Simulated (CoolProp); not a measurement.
Properties of sulfur hexafluoride along the isotherm 78.85 °C (Tc = 45.6 °C, pc = 3.755 MPa, ω = 0.210).

Model: reference Helmholtz-energy equation of state, Guder 2009, in CoolProp.

```json
[
 {"p (MPa)": "0.119", "phase": "gas", "speed of sound (m/s)": "146.4", "Joule-Thomson coefficient (K/MPa)": "?", "isothermal compressibility (1/MPa)": "8.468", "expansivity (1/kK)": "2.916", "conductivity (mW/(m K))": "17.1"},
 {"p (MPa)": "0.179", "phase": "gas", "speed of sound (m/s)": "145.9", "Joule-Thomson coefficient (K/MPa)": "5.968", "isothermal compressibility (1/MPa)": "5.652", "expansivity (1/kK)": "2.955", "conductivity (mW/(m K))": "17.1"},
 {"p (MPa)": "0.27", "phase": "gas", "speed of sound (m/s)": "145.2", "Joule-Thomson coefficient (K/MPa)": "6.006", "isothermal compressibility (1/MPa)": "3.770", "expansivity (1/kK)": "3.016", "conductivity (mW/(m K))": "17.2"},
 {"p (MPa)": "0.408", "phase": "gas", "speed of sound (m/s)": "144.1", "Joule-Thomson coefficient (K/MPa)": "6.063", "isothermal compressibility (1/MPa)": "2.519", "expansivity (1/kK)": "3.112", "conductivity (mW/(m K))": "17.3"},
 {"p (MPa)": "0.615", "phase": "gas", "speed of sound (m/s)": "142.5", "Joule-Thomson coefficient (K/MPa)": "6.152", "isothermal compressibility (1/MPa)": "1.696", "expansivity (1/kK)": "3.265", "conductivity (mW/(m K))": "17.4"},
 {"p (MPa)": "0.928", "phase": "gas", "speed of sound (m/s)": "139.9", "Joule-Thomson coefficient (K/MPa)": "6.294", "isothermal compressibility (1/MPa)": "1.151", "expansivity (1/kK)": "?", "conductivity (mW/(m K))": "?"},
 {"p (MPa)": "1.4", "phase": "gas", "speed of sound (m/s)": "135.9", "Joule-Thomson coefficient (K/MPa)": "6.523", "isothermal compressibility (1/MPa)": "0.7932", "expansivity (1/kK)": "3.966", "conductivity (mW/(m K))": "18.1"},
 {"p (MPa)": "2.11", "phase": "gas", "speed of sound (m/s)": "129.6", "Joule-Thomson coefficient (K/MPa)": "6.904", "isothermal compressibility (1/MPa)": "0.5637", "expansivity (1/kK)": "4.830", "conductivity (mW/(m K))": "18.8"},
 {"p (MPa)": "3.19", "phase": "gas", "speed of sound (m/s)": "119.3", "Joule-Thomson coefficient (K/MPa)": "7.556", "isothermal compressibility (1/MPa)": "0.4265", "expansivity (1/kK)": "?", "conductivity (mW/(m K))": "20.6"},
 {"p (MPa)": "4.81", "phase": "supercritical", "speed of sound (m/s)": "103.9", "Joule-Thomson coefficient (K/MPa)": "8.275", "isothermal compressibility (1/MPa)": "0.3805", "expansivity (1/kK)": "13.96", "conductivity (mW/(m K))": "26.1"},
 {"p (MPa)": "7.25", "phase": "supercritical", "speed of sound (m/s)": "119.5", "Joule-Thomson coefficient (K/MPa)": "4.159", "isothermal compressibility (1/MPa)": "0.1755", "expansivity (1/kK)": "19.10", "conductivity (mW/(m K))": "40.7"},
 {"p (MPa)": "10.9", "phase": "supercritical", "speed of sound (m/s)": "193.6", "Joule-Thomson coefficient (K/MPa)": "1.234", "isothermal compressibility (1/MPa)": "0.03845", "expansivity (1/kK)": "7.670", "conductivity (mW/(m K))": "50.7"},
 {"p (MPa)": "16.5", "phase": "supercritical", "speed of sound (m/s)": "269.4", "Joule-Thomson coefficient (K/MPa)": "0.4028", "isothermal compressibility (1/MPa)": "?", "expansivity (1/kK)": "4.434", "conductivity (mW/(m K))": "58.7"},
 {"p (MPa)": "24.9", "phase": "supercritical", "speed of sound (m/s)": "347.1", "Joule-Thomson coefficient (K/MPa)": "0.04341", "isothermal compressibility (1/MPa)": "?", "expansivity (1/kK)": "3.018", "conductivity (mW/(m K))": "66.4"},
 {"p (MPa)": "37.5", "phase": "supercritical", "speed of sound (m/s)": "431.3", "Joule-Thomson coefficient (K/MPa)": "?", "isothermal compressibility (1/MPa)": "0.004648", "expansivity (1/kK)": "2.213", "conductivity (mW/(m K))": "74.9"}
]
```

Q: Some entries are withheld; supply them.

A: 
- 0.119, Joule-Thomson coefficient (K/MPa): 5.944
- 0.928, expansivity (1/kK): 3.520
- 0.928, conductivity (mW/(m K)): 17.7
- 3.19, expansivity (1/kK): 6.880
- 16.5, isothermal compressibility (1/MPa): 0.01556
- 24.9, isothermal compressibility (1/MPa): 0.008051
- 37.5, Joule-Thomson coefficient (K/MPa): -0.1485

Thermal conductivity comes from a separate model (Assael 2012).
